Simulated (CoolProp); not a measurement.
Vapour-liquid equilibrium of CHF3 (R23) (1) + R13 (2) at 0.563 MPa; x and y are mole fractions of (1).

Values from CoolProp's multi-fluid Helmholtz-energy mixture model, Penoncello 2003 and Platzer 1990; pair parameters Bell 2016. This equation is an older, rougher fit; its heat capacities, sound speeds and derivatives of the liquid may be far off and weren't checked against measurements.

Question: Give the bubble temperature and the first vapour's composition at x = 0.05, 0.65, 0.725. Is there an azeotrope?

Answer: x = 0.05: -44.4 °C, y = 0.115; x = 0.65: -51.0 °C, y = 0.613; x = 0.725: -50.6 °C, y = 0.662. y crosses x between x = 0.5 and 0.575: the model has an azeotrope there.

The pair parameters rest on a limited set of measurements; away from them the model extrapolates.
